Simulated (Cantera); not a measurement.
Input: 1 mol SiO2, 0.81 mol Al2O3, 60 mol H2, at 1500 °C and 470000 Pa.

Equilibrium computed with Cantera from the NASA thermochemical tables; the gas is ideal and each condensed phase is pure. Candidate condensed phases: Al, Al2O3, Al2SiO5, Al6Si2O13, H2O, Si, SiO2; 28 gas species. Mutual solubility and eutectic melting of coexisting phases are not modelled. The tables hold silica as quartz up to 1696 K and as liquid above; real silica turns to tridymite and cristobalite and melts near 1996 K. Condensed phases not in the tables: alloys, solid solutions and most ternary compounds. The numbers say what is thermodynamically allowed, not how fast it happens.

Base state: H2 0.999, H2O 0.000523, SiO 0.000522, H 0.000131 (mole fractions); condensed: Al6Si2O13(mullite) + SiO2(condensed).

Problem. What changes in the equilibrium state with this change: pressure from 470000 Pa to 13300 Pa?

Solution. 
| species | before | after |
|---|---|---|
| H2 | 0.999 | 0.993 |
| SiO | 0.000522 | 0.00309 |
| H2O | 0.000523 | 0.00309 |
| H | 0.000131 | 0.000776 |
| Al6Si2O13(mullite), mol | 0.270 | 0.270 |
| SiO2(condensed), mol | 0.429 | 0.274 |

Problem. What changes in the equilibrium state with this change: temperature from 1500 °C to 1752 °C?

Solution. 
```json
[
 {"species": "H2", "before": "0.999", "after": "0.990"},
 {"species": "H2O", "before": "0.000523", "after": "0.00472"},
 {"species": "SiO", "before": "0.000522", "after": "0.00472"},
 {"species": "H", "before": "0.000131", "after": "0.000883"},
 {"species": "Al6Si2O13(mullite), mol", "before": "0.270", "after": "0.270"},
 {"species": "SiO2(condensed), mol", "before": "0.429", "after": "0"},
 {"species": "SiO2(l), mol", "before": "0", "after": "0.175"}
]
```
Gases not in the tables: Si(OH)4.
